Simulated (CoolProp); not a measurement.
Properties of water along the isobar 47.6 MPa.

Values from CoolProp's reference Helmholtz-energy equation of state, Wagner 2002.

```tsv
T (K)	phase	density (kg/m³)	expansivity (1/kK)	viscosity (µPa s)	conductivity (mW/(m K))
384.5	liquid	971.5	0.7296	264	708
414.4	liquid	948.8	?	206	712
444.4	liquid	923.0	0.9827	170	708
474.3	liquid	894.4	1.128	145	696
504.2	liquid	862.6	1.302	126	676
534.2	liquid	826.9	1.521	113	650
564.1	liquid	786.9	1.813	101	618
594.1	liquid	740.9	2.232	91.3	580
624	liquid	686.8	?	82.2	?
653.9	supercritical	620.4	4.042	73.0	481
683.9	supercritical	?	6.429	63.0	416
713.8	supercritical	415.2	10.30	51.8	332
```

**Question.** What belongs in the gaps?

**Answer.** 
- 414.4, expansivity (1/kK): 0.8527
- 624, expansivity (1/kK): 2.885
- 624, conductivity (mW/(m K)): 535
- 683.9, density (kg/m³): 532.6

Viscosity comes from a separate model (Huber 2009). Thermal conductivity comes from a separate model (Huber 2012).
